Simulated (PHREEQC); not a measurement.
Make-up at 25 °C and 500 atm: 0.118 mol HF and 0.11 mol K2HPO4 per kg of water. Closed to the air; pH follows from the charge balance.

Equilibrium calculation in PHREEQC: ion-association model, phreeqc.dat.

No solid was allowed to form.

Question: Order these F species by the share of F that they hold, largest first: HF2-, HF, F-.

Answer: F- (92 %), HF (4.9 %), HF2- (3.3 %)

The pH is 4.16 and the ionic strength 0.220 mol/kgw. Under pressure, the constants of complexes without a molar volume in the database are unreliable.
